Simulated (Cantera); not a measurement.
Feed: 1 mol HMDSO, 3.1 mol N2O, 0.81 mol H2, 1.8 mol CO2, at 0.460 bar.

Equilibrium computed with Cantera from the NASA thermochemical tables; the gas is ideal and each condensed phase is pure. Candidate condensed phases: C, C6H6, C7H8, C8H18, H2O, Si, SiC, SiO2, Si2N2O, Si3N4; 151 gas species. The feed counts by its element totals alone. Kinetics and transport are ignored. All values below are at 1125 K.

Base state: H2 0.583, CO 0.219, N2 0.188, CH4 0.00452, H2O 0.00377, CO2 0.00128, NH3 2.47e-5, HCN 1.02e-5 (mole fractions); condensed: C(graphite) + SiO2(β-quartz).

Problem. What changes in the equilibrium state with this change: pressure from 0.460 bar to 0.133 bar?

Solution. 
```
species               before     after
-------------------  -------  --------
H2                     0.583     0.588
CO                     0.219     0.222
N2                     0.188     0.187
CH4                  0.00452   0.00133
NH3                  2.47e-5   7.23e-6
H2O                  0.00377   0.00112
CO2                  0.00128  0.000382
HCN                  1.02e-5   1.02e-5
C(graphite), mol        4.11      4.10
SiO2(β-quartz), mol     2.00      2.00
```
